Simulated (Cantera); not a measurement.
An adiabatic, constant-volume homogeneous reactor starts with 6.00 % C₃H₈, 18.7 % O₂, 52.5 % N₂, 22.8 % H₂O, at 1575 K and 0.490 bar.

Cantera simulation using GRI-Mech 3.0 (53 species, 325 reactions); the numbers are that mechanism's predictions, not measurements. GRI-Mech 3.0 was tuned for natural gas; its chemistry of propane as a main component is partial and can be far from experiment.

Q: Predict: time of steepest temperature rise; temperature at 1.00 s; equilibrium temperature; x(O₂) at 1.00 s; x(H₂O) at 1.00 s.

A: 
```
Property                                                             Value
---------------------------------  ---------------------------------------
time of steepest temperature rise                                  77.5 µs
temperature at 1.00 s                                               2781 K
equilibrium temperature                                             2781 K
x(O₂) at 1.00 s                    0.00342 (gas-phase equilibrium 0.00342)
x(H₂O) at 1.00 s                       0.273 (gas-phase equilibrium 0.273)
```
